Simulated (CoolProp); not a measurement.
Properties of water along the isotherm 676.6 K.

Values from CoolProp's reference Helmholtz-energy equation of state, Wagner 2002.

```tsv
p (bar)	phase	cv (kJ/(kg K))	isothermal compressibility (1/MPa)	conductivity (mW/(m K))	fugacity coefficient
1.74	gas	1.609	5.760	55.1	0.9978
3.97	gas	(withheld)	2.532	55.4	0.9950
9.03	gas	1.631	1.121	(withheld)	0.9886
20.6	gas	(withheld)	0.4992	57.2	0.9739
46.8	gas	1.760	0.2290	60.4	0.9407
106	gas	(withheld)	0.1146	70.0	(withheld)
242	supercritical	(withheld)	(withheld)	141	0.6903
552	supercritical	2.853	0.006108	456	0.3902
```

Question: Some entries are withheld; supply them.

Answer: 
- 3.97, cv (kJ/(kg K)): 1.616
- 9.03, conductivity (mW/(m K)): 55.9
- 20.6, cv (kJ/(kg K)): 1.667
- 106, cv (kJ/(kg K)): 2.028
- 106, fugacity coefficient: 0.8656
- 242, cv (kJ/(kg K)): 3.032
- 242, isothermal compressibility (1/MPa): 0.1019

Thermal conductivity comes from a separate model (Huber 2012).
